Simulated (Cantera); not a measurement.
Input: 1 mol S, 0.23 mol O₂, 32 mol N₂, held at 0.00470 bar.

Equilibrium computed with Cantera from the NASA thermochemical tables; the gas is ideal and each condensed phase is pure. Candidate condensed phases: S; 17 gas species. Rates play no part. All values below are at 2473 K.

Base state: N₂ 0.968, S 0.0179, SO 0.00919, O 0.00168, SO₂ 0.00120, S₂ 0.000986, NO 0.000481, O₂ 8.25e-5 (mole fractions); condensed: gas only.

Q: What changes in the equilibrium state with this change: N₂ from 32 to 12 mol?

A: 
| species | before | after |
|---|---|---|
| N₂ | 0.968 | 0.925 |
| S | 0.0179 | 0.0391 |
| SO | 0.00919 | 0.0246 |
| S₂O | 2.20e-6 | 1.29e-5 |
| S₂ | 0.000986 | 0.00470 |
| SO₂ | 0.00120 | 0.00396 |
